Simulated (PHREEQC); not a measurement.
## Buffer (model solution)

A solution holds 0.082 mol H3PO4 and 0.00024 mol NaOH per kg of water, at 20 °C. Closed to the air; pH follows from the charge balance.

Computed with PHREEQC (ion-association model, wateq4f.dat).

```
Quantity                   Value
----------------  --------------
pH                          1.69
ionic strength    0.0236 mol/kgw
total alkalinity    -81.8 meq/kg
```

```json
[
 {"species": "H3PO4", "molality": "0.0584", "activity": "0.0587", "log γ": "0.002"},
 {"species": "H2PO4-", "molality": "0.0236", "activity": "0.0205", "log γ": "-0.061"},
 {"species": "H+", "molality": "0.0234", "activity": "0.0207", "log γ": "-0.053"},
 {"species": "Na+", "molality": "0.000240", "activity": "0.000208", "log γ": "-0.063"},
 {"species": "HPO4-2", "molality": "1.06e-7", "activity": "5.99e-8", "log γ": "-0.248"}
]
```

Precipitation was switched off in this run. H3PO4, which wateq4f.dat lacks, is added to it with the constant of phreeqc.dat.
